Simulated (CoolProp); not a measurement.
R1336mzz(E) along the isobar 2.21 MPa: Z from the reference equation and from simpler models built on Tc = 130.4 °C, pc = 2.779 MPa, ω = 0.413; each cubic takes its own stable root.

Model: reference Helmholtz-energy equation of state, Akasaka 2023, in CoolProp.

| T (°C) | phase | reference |
|---|---|---|
| -27.35 | liquid | 0.1204 |
| -14.65 | liquid | 0.1170 |
| -2.05 | liquid | 0.1141 |
| 10.55 | liquid | 0.1118 |
| 23.15 | liquid | 0.1099 |
| 35.85 | liquid | 0.1084 |
| 48.45 | liquid | 0.1076 |
| 61.05 | liquid | 0.1073 |
| 73.75 | liquid | 0.1079 |
| 86.35 | liquid | 0.1096 |
| 98.95 | liquid | 0.1130 |
| 111.55 | liquid | 0.1204 |
| 124.25 | gas | 0.5787 |
| 136.85 | gas | 0.6611 |

Q: How far does each simpler model (Redlich-Kwong, Peng-Robinson) lie from the reference over these 14 states: mean and median of the absolute difference, and the worst?

A: 
- Redlich-Kwong: mean 21.5 %, median 21.9 %, worst +37.0 % at 111.55 °C and 2.21 MPa
- Peng-Robinson: mean 2.9 %, median 1.4 %, worst +12.0 % at 111.55 °C and 2.21 MPa
